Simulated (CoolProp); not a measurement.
Aqueous lithium chloride as a coolant, at 29 °C, 1 atm.

Model: Melinder's fits for secondary coolants, in CoolProp.

| mass % | freezing point (°C) | density (kg/m³) | Prandtl number | viscosity (mPa s) | cp (kJ/(kg K)) |
|---|---|---|---|---|---|
| 2.1 | -1.7 | 1008 | 5.90 | 0.881 | 4.066 |
| 3.9 | -3.7 | 1018 | 6.18 | 0.938 | 3.973 |
| 5.6 | -5.8 | 1028 | 6.46 | 0.994 | 3.889 |
| 7.4 | -8.2 | 1038 | 6.77 | 1.06 | 3.804 |
| 9.2 | -10.9 | 1049 | 7.12 | 1.13 | 3.723 |
| 11 | -14.0 | 1059 | 7.51 | 1.20 | 3.645 |
| 12.7 | -17.6 | 1069 | 7.92 | 1.29 | 3.574 |
| 14.5 | -22.4 | 1080 | 8.40 | 1.38 | 3.503 |
| 16.3 | -28.3 | 1090 | 8.95 | 1.49 | 3.435 |
| 18.1 | -35.3 | 1101 | 9.55 | 1.61 | 3.372 |
